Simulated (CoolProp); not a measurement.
R410A along the isobar 24.1 bar: fugacity coefficient from the reference equation and from simpler models built on Tc = 344.5 K, pc = 49.01 bar, ω = 0.296; each cubic takes its own stable root.

Computed with CoolProp (reference Helmholtz-energy equation of state, Lemmon 2003). It is a pseudo-pure fit of the blend.

```csv
T (K),phase,reference
344.6,gas,0.8237
360.2,gas,0.8499
375.7,gas,0.8711
391.2,gas,0.8887
406.8,gas,0.9035
422.3,gas,0.9160
```

Problem. How far does each simpler model (van der Waals, Redlich-Kwong, Soave-Redlich-Kwong) lie from the reference over these 6 states: mean and median of the absolute difference, and the worst?

Solution. 
- van der Waals: mean 1.4 %, median 1.0 %, worst +3.8 % at 344.6 K and 24.1 bar
- Redlich-Kwong: mean 0.6 %, median 0.4 %, worst +1.6 % at 344.6 K and 24.1 bar
- Soave-Redlich-Kwong: mean 1.1 %, median 1.0 %, worst +1.6 % at 344.6 K and 24.1 bar
